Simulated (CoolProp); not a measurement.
Vapour-liquid equilibrium of diethyl ether (1) + benzene (2) at 0.658 MPa; x and y are mole fractions of (1).

The numbers come from the multi-fluid Helmholtz-energy mixture model, Thol 2014 and Thol 2012; pair parameters Bell 2016 in CoolProp.

Question: Give the bubble temperature and the first vapour's composition at x = 0.05, 0.5, 0.575. Is there an azeotrope?

Answer: x = 0.05: 151.7 °C, y = 0.118; x = 0.5: 121.7 °C, y = 0.733; x = 0.575: 117.9 °C, y = 0.790. No azeotrope shows between x = 0.05 and 0.95.

The pair parameters rest on a limited set of measurements; away from them the model extrapolates.
